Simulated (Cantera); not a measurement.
**Silicon epitaxy and polysilicon growth: Si3H8 + HCl + N2**

Charge: 1 mol Si3H8, a varied amount of HCl, 5.9 mol N2, held at 1450 K and 1.60 mbar.

Cantera equilibrium calculation (NASA polynomials, part measured and part estimated; ideal gas, pure solids and liquids). Candidate condensed phases: NH4Cl, Si, Si3N4; 28 gas species. The feed counts by its element totals alone. N2 is the only nitrogen source here; it is nearly inert below about 1500 K, so the nitride shown seldom forms there in practice. The tables' values for SiCl3 are old estimates; treat these amounts as uncertain. Equilibrium is a limit: real reactors are often held back by kinetics, nucleation or transport.

```json
[
 {"n(HCl) (mol)": "0.14", "x H2": "0.497", "x N2": "0.485", "x HCl": "0.0171", "x SiCl2": "0.000143", "x SiCl3": "4.82e-7", "x H": "0.000167", "n Si3N4(s)": "1.000"},
 {"n(HCl) (mol)": "0.18", "x H2": "0.495", "x N2": "0.483", "x HCl": "0.0218", "x SiCl2": "0.000233", "x SiCl3": "1.01e-6", "x H": "0.000166", "n Si3N4(s)": "0.999"},
 {"n(HCl) (mol)": "0.22", "x H2": "0.493", "x N2": "0.480", "x HCl": "0.0264", "x SiCl2": "0.000345", "x SiCl3": "1.80e-6", "x H": "0.000166", "n Si3N4(s)": "0.999"},
 {"n(HCl) (mol)": "0.28", "x H2": "0.489", "x N2": "0.477", "x HCl": "0.0331", "x SiCl2": "0.000549", "x SiCl3": "3.61e-6", "x H": "0.000165", "n Si3N4(s)": "0.998"},
 {"n(HCl) (mol)": "0.36", "x H2": "0.485", "x N2": "0.472", "x HCl": "0.0417", "x SiCl2": "0.000887", "x SiCl3": "7.40e-6", "x H": "0.000165", "n Si3N4(s)": "0.998"},
 {"n(HCl) (mol)": "0.45", "x H2": "0.480", "x N2": "0.468", "x HCl": "0.0511", "x SiCl2": "0.00135", "x SiCl3": "1.39e-5", "x H": "0.000164", "n Si3N4(s)": "0.996"},
 {"n(HCl) (mol)": "0.57", "x H2": "0.474", "x N2": "0.461", "x HCl": "0.0629", "x SiCl2": "0.00210", "x SiCl3": "2.66e-5", "x H": "0.000163", "n Si3N4(s)": "0.994"},
 {"n(HCl) (mol)": "0.72", "x H2": "0.466", "x N2": "0.454", "x HCl": "0.0767", "x SiCl2": "0.00320", "x SiCl3": "5.01e-5", "x H": "0.000161", "n Si3N4(s)": "0.991"},
 {"n(HCl) (mol)": "0.9", "x H2": "0.458", "x N2": "0.445", "x HCl": "0.0921", "x SiCl2": "0.00476", "x SiCl3": "9.00e-5", "x H": "0.000160", "n Si3N4(s)": "0.986"},
 {"n(HCl) (mol)": "1.1", "x H2": "0.449", "x N2": "0.436", "x HCl": "0.108", "x SiCl2": "0.00672", "x SiCl3": "0.000150", "x H": "0.000158", "n Si3N4(s)": "0.979"},
 {"n(HCl) (mol)": "1.4", "x H2": "0.438", "x N2": "0.423", "x HCl": "0.128", "x SiCl2": "0.0100", "x SiCl3": "0.000271", "x H": "0.000156", "n Si3N4(s)": "0.968"},
 {"n(HCl) (mol)": "1.8", "x H2": "0.424", "x N2": "0.408", "x HCl": "0.152", "x SiCl2": "0.0149", "x SiCl3": "0.000483", "x H": "0.000154", "n Si3N4(s)": "0.950"}
]
```
x: gas mole fraction; n: condensed amount in mol.

From 0.14 mol HCl to 1.8 mol HCl the condensed part is Si3N4(s). The main Si-bearing gas is SiCl2 throughout. The share of Si in condensed phases is highest at 0.14 mol HCl (100.0 %) and lowest at 1.8 mol HCl (95.0 %).
